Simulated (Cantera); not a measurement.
Cantera run:

```python
import numpy as np
import cantera as ct

gas_names = """
    TiCL4 TiO
""".split()
cond_names = """
    Ti2O3(a) Ti2O3(b) Ti2O3(L) TiCL3(s)
""".split()


# ... load() reads the species with a 1 bar reference pressure and builds the phases ...
species = {s.name: s for s in load("nasa_gas.yaml", gas_names) + load("nasa_condensed.yaml", cond_names)}
# Each term lists the table entries of one substance; the one whose range holds T is used.
reactions = {
    '3 TiCl4(g) + 3 TiO(g) = Ti2O3 + 4 TiCl3':
        [(-3, ['TiCL4']), (-3, ['TiO']), (1, ['Ti2O3(a)', 'Ti2O3(b)', 'Ti2O3(L)']), (4, ['TiCL3(s)'])],
}


def pick(names, T):
    return next(species[n] for n in names if species[n].thermo.min_temp <= T <= species[n].thermo.max_temp)


results = []
for label, terms in reactions.items():
    print(label)
    print("     T/K   dH/kJ  dS/(J/K)   dG/kJ   log10 K")
    for T in [300, 523, 598, 673, 748, 823, 898, 973]:
        used = [(nu, pick(names, T)) for nu, names in terms]
        dH = sum(nu * s.thermo.h(T) for nu, s in used) / 1e6
        dS = sum(nu * s.thermo.s(T) for nu, s in used) / 1e3
        dG = dH - T * dS / 1e3
        logK = -dG * 1e6 / (ct.gas_constant * T * np.log(10))
        results.append((label, T, dH, dS, dG, logK, [s.name for _, s in used]))
        print(f"{T:8g} {dH:8.1f} {dS:8.1f} {dG:8.1f} {logK:8.2f}")
```

Result:

```
3 TiCl4(g) + 3 TiO(g) = Ti2O3 + 4 TiCl3
     T/K   dH/kJ  dS/(J/K)   dG/kJ   log10 K
     300  -2281.3  -1128.0  -1942.9   338.29
     523  -2255.2  -1064.1  -1698.7   169.66
     598  -2246.2  -1047.9  -1619.5   141.46
     673  -2236.9  -1033.3  -1541.5   119.64
     748  -2227.3  -1019.8  -1464.5   102.27
     823  -2217.5  -1007.4  -1388.5    88.12
     898  -2207.5   -995.7  -1313.4    76.40
     973  -2197.3   -984.7  -1239.1    66.52
```

Standard-state values (1 bar) from the NASA 1993 polynomials, evaluated with Cantera. Condensed species are held in their standard states even where they would react or evaporate.
